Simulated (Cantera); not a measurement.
Input (Python, Cantera) and output of one run.

```python
import numpy as np
import cantera as ct

gas_names = [...]  # 113 gases of nasa_gas.yaml made of C, H, O, Ta
cond_names = """
    C(gr) C6H6(L) C7H8(L) C8H18(L),n-octa H2O(s) H2O(L) Ta(cr) Ta(L) TaC(s) TaC(L) Ta2O5(s) Ta2O5(L)
""".split()


# ... load() reads the species with a 1 bar reference pressure and builds the phases ...
atoms = {
    'Ta2O5': {'Ta': 2, 'O': 5},
    'CO': {'C': 1, 'O': 1},
    'H2': {'H': 2},
}
top_T = {'C(gr)': 4500}  # K; cautious upper limits of use, not melting points


# ... equilibrate(T, P, feed) seeds the gas with the atoms and calls Mixture.equilibrate('TP', solver="vcs", rtol=1e-11, max_steps=5000) ...
results = []
feed = {'Ta2O5': 1, 'CO': 5, 'H2': 1.4}  # mol
T = 1400  # K
P = 140  # Pa
mix = equilibrate(T, P, feed)
results.append((T, P, feed, dict(zip(mix.species_names, mix.species_moles))))
print(gas.report(threshold=1e-06))
for i in range(1, mix.n_phases):
    print(f"{mix.phase(i).name:16s} {mix.phase_moles(i):12.5e} mol")
```

Result:

```
       temperature   1400 K
          pressure   140 Pa
           density   0.00026855 kg/m^3
  mean mol. weight   22.329 kg/kmol
   phase of matter   gas

                          1 kg             1 kmol
                     ---------------   ---------------
          enthalpy       -2.3109e+06         -5.16e+07  J
   internal energy       -2.8322e+06        -6.324e+07  J
           entropy             12982        2.8987e+05  J/K
    Gibbs function       -2.0486e+07       -4.5742e+08  J
 heat capacity c_p            1531.4             34194  J/K
 heat capacity c_v              1159             25879  J/K

                      mass frac. Y      mole frac. X     chem. pot. / RT
                     ---------------   ---------------   ---------------
                CO           0.97969           0.78097           -42.866
               CO2        0.00046016        0.00023347           -78.597
                 H        2.7438e-06        6.0779e-05           -13.248
                H2          0.019736           0.21859           -26.496
               H2O        0.00011445        0.00014186           -62.227
     [ +108 minor]        2.7715e-09        2.9549e-09

C(gr)             0.00000e+00 mol
Ta(cr)            0.00000e+00 mol
TaC(s)            6.86252e-04 mol
Ta2O5(s)          9.99657e-01 mol
```

These are equilibrium values from Cantera (NASA tables, ideal gas, pure condensed phases), not measurements of a reactor. Mutual solubility and eutectic melting of coexisting phases are not modelled. TaC: taken at fixed stoichiometry. Condensed phases not in the tables: Ta2C.
